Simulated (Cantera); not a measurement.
A closed system holds: 1 mol AlN, 0.0065 mol C, 0.32 mol N2, held at 2025 K and 1.00 bar.

Method: chemical equilibrium by Gibbs-energy minimisation in Cantera with the NASA 1993 tables (ideal gas, pure condensed phases). Candidate condensed phases: Al, AlN, C; 16 gas species. The numbers say what is thermodynamically allowed, not how fast it happens.

Base state: N2 1.000, Al 3.28e-5 (mole fractions); condensed: AlN(s) + C(graphite).

What changes in the equilibrium state with this change: pressure from 1.00 bar to 0.100 bar?


```csv
species,before,after
N2,1.000,0.999
Al,3.28e-5,0.00104
"AlN(s), mol",1.000,1.000
"C(graphite), mol",0.00650,0.00650
```
